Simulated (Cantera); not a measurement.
Cantera with NASA thermochemical tables; ideal gases at 1 bar, condensed phases pure. Values are per mole of reaction as written; species without (g) are pure solids or liquids, kept so even where they would boil at 1 bar.

Q: Between 300 and 2375 K, where is each reaction favourable under standard conditions?
- 4 PH₃(g) ⇌ P₄(g) + 12 H(g)

A: 
- 4 PH₃(g) ⇌ P₄(g) + 12 H(g): ΔG° is 2409 kJ at 300 K and 397 kJ at 2375 K; it stays positive (K < 1). ΔH° is 2788 kJ and ΔS° 1007 J/K at 2375 K.
